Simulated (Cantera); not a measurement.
An adiabatic, constant-pressure homogeneous reactor starts with 12.0 % CH₃OH, 18.5 % O₂, 69.5 % N₂, at 1198 K and 1.00 bar.

Cantera simulation using GRI-Mech 3.0 (53 species, 325 reactions); the numbers are that mechanism's predictions, not measurements. GRI-Mech 3.0 was tuned for natural gas; its chemistry of methanol as a main component is partial and can be far from experiment.

### Question
Predict: time of steepest temperature rise; temperature at 5.00 s; equilibrium temperature; x(O₂) at 5.00 s; x(HO₂) at 5.00 s; x(NO) at 5.00 s.

### Answer
| Item | Result |
|---|---|
| time of steepest temperature rise | 9.98 ms |
| temperature at 5.00 s | 2592 K |
| equilibrium temperature | 2592 K |
| x(O₂) at 5.00 s | 0.0200 (gas-phase equilibrium 0.0200) |
| x(HO₂) at 5.00 s | 4.32e-6 (gas-phase equilibrium 4.32e-6) |
| x(NO) at 5.00 s | 0.00744 (gas-phase equilibrium 0.00744) |
